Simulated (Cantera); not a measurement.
An adiabatic, constant-pressure homogeneous reactor starts with CH₄ : H₂ : O₂ : N₂ = 1 : 0.28 : 5.35 : 20.1 (molar parts), equivalence ratio 0.40, at 1400 K and 10.0 bar.

Model: GRI-Mech 3.0 (53 species, 325 reactions), integrated in Cantera.

Question: Predict: time of steepest temperature rise; temperature at 0.400 s; equilibrium temperature; x(H₂) at 0.400 s; x(O₂) at 0.400 s; x(CO₂) at 0.400 s; x(NO₂) at 0.400 s.

Answer: 
```json
{
 "time_of_steepest_temperature_rise": "0.110 ms",
 "temperature at 0.400 s": "2228 K",
 "equilibrium_temperature": "2228 K",
 "x(H₂) at 0.400 s": "0.000107 (gas-phase equilibrium 0.000107)",
 "x(O₂) at 0.400 s": "0.115 (gas-phase equilibrium 0.115)",
 "x(CO₂) at 0.400 s": "0.0373 (gas-phase equilibrium 0.0373)",
 "x(NO₂) at 0.400 s": "2.79e-5 (gas-phase equilibrium 2.79e-5)"
}
```
